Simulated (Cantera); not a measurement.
## Carbothermic reduction: Ta2O5 + CO

Charge: 1 mol Ta2O5, 5.8 mol CO, at 1.00 bar.

Method: chemical equilibrium by Gibbs-energy minimisation in Cantera with the NASA 1993 tables (ideal gas, pure condensed phases). Candidate condensed phases: C, Ta, TaC, Ta2O5; 15 gas species. Mutual solubility and eutectic melting of coexisting phases are not modelled. TaC: taken at fixed stoichiometry. Condensed phases not in the tables: Ta2C. Kinetics and transport are ignored.

From 1400 K to 2000 K the condensed part is TaC(s) + Ta2O5(s). From 2100 K to 2200 K the condensed part is TaC(s) + Ta2O5(l).

| T (K) | x CO | x CO2 | x TaO2 | x TaO | x O | n TaC(s) | n Ta2O5(s) | n Ta2O5(l) |
|---|---|---|---|---|---|---|---|---|
| 1400 | 0.998 | 0.00209 | <1e-12 | <1e-12 | <1e-12 | 0.00346 | 0.998 | 0 |
| 1500 | 0.998 | 0.00207 | 1.10e-12 | <1e-12 | <1e-12 | 0.00343 | 0.998 | 0 |
| 1600 | 0.998 | 0.00206 | 2.89e-11 | <1e-12 | <1e-12 | 0.00340 | 0.998 | 0 |
| 1700 | 0.998 | 0.00204 | 5.09e-10 | 5.63e-12 | 6.28e-12 | 0.00338 | 0.998 | 0 |
| 1800 | 0.998 | 0.00203 | 6.43e-9 | 1.12e-10 | 5.10e-11 | 0.00337 | 0.998 | 0 |
| 1900 | 0.998 | 0.00203 | 6.17e-8 | 1.61e-9 | 3.32e-10 | 0.00336 | 0.998 | 0 |
| 2000 | 0.998 | 0.00202 | 4.67e-7 | 1.76e-8 | 1.79e-9 | 0.00335 | 0.998 | 0 |
| 2100 | 0.998 | 0.00198 | 2.72e-6 | 1.46e-7 | 8.07e-9 | 0.00327 | 0 | 0.998 |
| 2200 | 0.998 | 0.00189 | 1.23e-5 | 9.43e-7 | 3.08e-8 | 0.00311 | 0 | 0.998 |
x: gas mole fraction; n: condensed amount in mol.
